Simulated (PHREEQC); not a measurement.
0.052 g of hydrous ferric oxide (600 m²/g; 0.2 weak and 0.005 strong sites per Fe, Dzombak-Morel constants, diffuse double layer) in 1 kg of water with 0.05 mol/kgw of an inert sodium salt and 0.00023 mmol/kgw Na2SO4, at 25 °C; the pH is set by adding NaOH or the inert anion's acid. O2 is buffered at 0.21 atm. The system is closed to CO2. Nothing may precipitate in this run.

The series has 13 steps of pH, from 3 to 11.

Equilibrium calculation in PHREEQC: ion-association model, wateq4f.dat.

**Question.** Near which pH is half of the S sorbed, and on which side is more sorbed?

**Answer.** Near pH 5.8, with more sorbed at lower pH.

Complexes and solids missing from the database can't appear. The oxide is taken as insoluble; below pH 4 it would dissolve.
